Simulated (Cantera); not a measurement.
Input: 1 mol C₃H₆, 0.035 mol CO₂, at 1325 °C and 2900000 Pa.

Method: chemical equilibrium by Gibbs-energy minimisation in Cantera with the NASA 1993 tables (ideal gas, pure condensed phases). Candidate condensed phases: C, C₆H₆, C₇H₈, C₈H₁₈, H₂O; 110 gas species. The numbers say what is thermodynamically allowed, not how fast it happens.

Question: What is the equilibrium state?

Answer: 
| Property | Result |
|---|---|
| x(H₂) | 0.934 |
| x(CH₄) | 0.0417 |
| x(CO) | 0.0232 |
| x(H₂O) | 0.000557 |
| x(C₂H₄) | 7.74e-5 |
| x(C₂H₂ (acetylene)) | 2.52e-5 |
| x(H) | 9.55e-6 |
| x(C₂H₆) | 9.08e-6 |
| x(CH₃) | 8.68e-6 |
| n(C(graphite)) | 2.84 mol |
| gas amount | 2.945 mol |
